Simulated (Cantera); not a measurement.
A closed system holds: 1 mol CH3SiH3, 0.009 mol C2H4, 32 mol H2, held at 2273.15 K.

Equilibrium computed with Cantera from the NASA thermochemical tables; the gas is ideal and each condensed phase is pure. Candidate condensed phases: C, C6H6, C7H8, C8H18, Si, SiC; 87 gas species. The feed counts by its element totals alone. Gases not in the tables: Si2H6 and higher silanes. Rates play no part.

Problem. At 4600 Pa, list the 4 most abundant gas species with their mole fractions, and the condensed phases.

Solution. H2 0.956, H 0.0383, Si 0.00293, C2H2 (acetylene) 0.00188. Condensed: SiC(s).
